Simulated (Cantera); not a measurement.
What does this Cantera script print?

```python
import numpy as np
import cantera as ct

gas_names = [...]  # 113 gases of nasa_gas.yaml made of C, H, O, Ta
cond_names = """
    C(gr) C6H6(L) C7H8(L) C8H18(L),n-octa H2O(s) H2O(L) Ta(cr) Ta(L) TaC(s) TaC(L) Ta2O5(s) Ta2O5(L)
""".split()


# ... load() reads the species with a 1 bar reference pressure and builds the phases ...
atoms = {
    'Ta(OEt)5': {'Ta': 1, 'C': 10, 'H': 25, 'O': 5},
    'O2': {'O': 2},
    'CH4': {'C': 1, 'H': 4},
}
top_T = {'C(gr)': 4500}  # K; cautious upper limits of use, not melting points


# ... equilibrate(T, P, feed) seeds the gas with the atoms and calls Mixture.equilibrate('TP', solver="vcs", rtol=1e-11, max_steps=5000) ...
results = []
feed = {'Ta(OEt)5': 1, 'O2': 0.023, 'CH4': 0.53}  # mol
T = 1398.15  # K
for P in [0.1, 1.5, 22, 320, 4600, 68000, 1000000]:
    mix = equilibrate(T, P, feed)
    results.append((T, P, feed, dict(zip(mix.species_names, mix.species_moles))))

top = {s: max(r[3][s] / sum(r[3][g] for g in gas_names) for r in results) for s in gas_names}
cols = sorted((s for s in top if top[s] > 0.001), key=lambda s: -top[s])[:8]
seen = [c for c in cond_names if any(r[3].get(c, 0) > 1e-12 for r in results)]
print("log10 of partial pressures in bar; condensed amounts in mol")
print(f"{'P/Pa':>10s}" + "".join(f"{s[:9]:>10s}" for s in cols + seen))
for T, P, feed, n in results:
    ng = sum(n[g] for g in gas_names)
    print(f"{P:10.4g}" + "".join(f"{np.log10(max(n[s] / ng * P / 1e5, 1e-99)):10.3f}" for s in cols)
          + "".join(f"{n.get(c, 0):10.4g}" for c in seen))
```

Result:

```
log10 of partial pressures in bar; condensed amounts in mol
      P/Pa        H2        CO       CH4       H2O         H     C(gr)    TaC(s)  Ta2O5(s)
       0.1    -6.139    -6.568   -14.639   -15.129    -8.394     4.484         1         0
       1.5    -4.962    -5.391   -12.284   -12.775    -7.805     4.484         1         0
        22    -3.795    -4.224    -9.950   -10.442    -7.222     4.484         1         0
       320    -2.632    -3.062    -7.625    -8.116    -6.640     4.484         1         0
      4600    -1.475    -1.904    -5.310    -5.801    -6.061     4.483         1         0
   6.8e+04    -0.306    -0.734    -2.972    -3.463    -5.477     4.466         1         0
     1e+06     0.908     0.198    -0.545    -1.317    -4.870     7.621         0       0.5
```

Equilibrium computed with Cantera from the NASA thermochemical tables; the gas is ideal and each condensed phase is pure. The feed counts by its element totals alone. TaC: taken at fixed stoichiometry. Condensed phases not in the tables: Ta2C.
